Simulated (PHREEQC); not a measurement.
## Reverse-osmosis permeate (model solution)

Model water analysis in mg/L, 55 °C, pH 6.08, pe 11: Na 7.88; K 0.157; Ca 3.12; Mg 0.00785; Cl 8.61; S(6) as SO4 2.53; Alkalinity as HCO3 12.9; O(0) (dissolved oxygen) 0.00489.

Cl is adjusted to close the charge balance.
Valence states are taken as typed.

The numbers come from PHREEQC with the ion-association model, phreeqc.dat.

Precipitation was switched off in this run.

**Question.** Predict the specific conductance.

**Answer.** specific conductance 101 µS/cm.

**Question.** In which forms is S present?

**Answer.** SO4-2 98 %, CaSO4 1.3 % of the S.

Constants without temperature data keep their 25 °C values here.
